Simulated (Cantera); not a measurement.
Cantera run:

```python
import numpy as np
import cantera as ct

gas_names = """
    H HNO HNO2 HNO3 HO2 H2 H2O H2O2 Hg N NH NH2 NH3 NH2OH NO NO2 NO3 N2 N2H2 N2H4 N2O O OH O2 O3
""".split()
cond_names = """
    H2O(s) H2O(L) Hg(cr) Hg(L) HgO(s)
""".split()


def load(file, names, dense=False):
    # The tables refer to 1 bar. Condensed volumes are neglected.
    table = {s.name: s for s in ct.Species.list_from_file(file)}
    out = []
    for n in names:
        d = dict(table[n].input_data)
        d["thermo"] = dict(d["thermo"], **{"reference-pressure": 1e5})
        if dense:
            d["equation-of-state"] = {"model": "constant-volume", "density": "1e6 g/cm^3"}
        out.append(ct.Species.from_dict(d))
    return out


gas = ct.Solution(thermo="ideal-gas", species=load("nasa_gas.yaml", gas_names))
cond = {s.name: ct.Solution(thermo="fixed-stoichiometry", species=[s], name=s.name)
        for s in load("nasa_condensed.yaml", cond_names, dense=True)}
atoms = {
    'HgO': {'Hg': 1, 'O': 1},
    'H2': {'H': 2},
    'N2': {'N': 2},
}
top_T = {}  # K; cautious upper limits of use, not melting points


def equilibrate(T, P, feed):
    n = {}
    for name, mol in feed.items():
        for a, k in atoms[name].items():
            n[a] = n.get(a, 0.0) + k * mol
    gas.TPX = T, P, n
    mass = sum(n.values()) * gas.mean_molecular_weight
    gas.equilibrate("TP")
    valid = [c for c in cond.values() if c.min_temp <= T <= top_T.get(c.name, c.max_temp)]
    mix = ct.Mixture([(gas, mass / gas.mean_molecular_weight)] + [(c, 0.0) for c in valid])
    mix.T, mix.P = T, P
    mix.equilibrate("TP", solver="vcs", rtol=1e-11, max_steps=5000)
    return mix


results = []
T = 500  # K
P = 140000  # Pa
for m in [2.4, 7.1, 12, 16, 21, 26, 31, 35, 40, 45, 49, 54, 59]:
    feed = {'HgO': 1, 'H2': 2, 'N2': m}  # mol
    mix = equilibrate(T, P, feed)
    results.append((T, P, feed, dict(zip(mix.species_names, mix.species_moles))))

top = {s: max(r[3][s] / sum(r[3][g] for g in gas_names) for r in results) for s in gas_names}
cols = sorted((s for s in top if top[s] > 0.0001), key=lambda s: -top[s])[:8]
seen = [c for c in cond_names if any(r[3].get(c, 0) > 1e-12 for r in results)]
print("log10 of partial pressures in bar; condensed amounts in mol")
print(f"{'n(N2)':>10s}" + "".join(f"{s[:9]:>10s}" for s in cols + seen))
for T, P, feed, n in results:
    ng = sum(n[g] for g in gas_names)
    print(f"{feed['N2']:10.4g}" + "".join(f"{np.log10(max(n[s] / ng * P / 1e5, 1e-99)):10.3f}" for s in cols)
          + "".join(f"{n.get(c, 0):10.4g}" for c in seen))
```

Output:

```
log10 of partial pressures in bar; condensed amounts in mol
     n(N2)        N2       H2O        H2        Hg       NH3     Hg(L)
       2.4    -0.133    -0.502    -0.584    -1.285    -1.441    0.8349
       7.1     0.024    -0.825    -0.894    -1.285    -1.828    0.6532
        12     0.064    -1.014    -1.074    -1.285    -2.077     0.464
        16     0.079    -1.124    -1.178    -1.285    -2.226    0.3096
        21     0.091    -1.231    -1.280    -1.285    -2.373    0.1167
        26     0.099    -1.315    -1.361    -1.315    -2.491         0
        31     0.106    -1.385    -1.428    -1.385    -2.587         0
        35     0.111    -1.433    -1.474    -1.433    -2.654         0
        40     0.115    -1.487    -1.526    -1.487    -2.730         0
        45     0.118    -1.535    -1.572    -1.535    -2.797         0
        49     0.121    -1.569    -1.605    -1.569    -2.846         0
        54     0.123    -1.609    -1.644    -1.609    -2.903         0
        59     0.125    -1.646    -1.679    -1.646    -2.955         0
```

Cantera equilibrium calculation (NASA polynomials, part measured and part estimated; ideal gas, pure solids and liquids).
